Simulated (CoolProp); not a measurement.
A Linde-Hampson liquefier for methane: isothermal reversible compression at 300 K from 1 atm to 40 MPa, throttling to 1 atm, return gas leaving the recuperator 0 K below the feed. Each further row changes one setting.

Model: reference Helmholtz-energy equation of state, Setzmann 1991, in CoolProp.

```csv
case,liquid yield per pass,compression work (kJ/kg of gas)
as stated,…,877
high pressure 80 MPa,…,…
warm-end temperature 330 K,…,…
warm-end gap 5 K,…,877
```

Question: Fill in the missing entries.

Answer: 
- as stated, liquid yield per pass: 0.249
- high pressure 80 MPa, liquid yield per pass: 0.224
- high pressure 80 MPa, compression work (kJ/kg of gas): 1020
- warm-end temperature 330 K, liquid yield per pass: 0.200
- warm-end temperature 330 K, compression work (kJ/kg of gas): 986
- warm-end gap 5 K, liquid yield per pass: 0.239
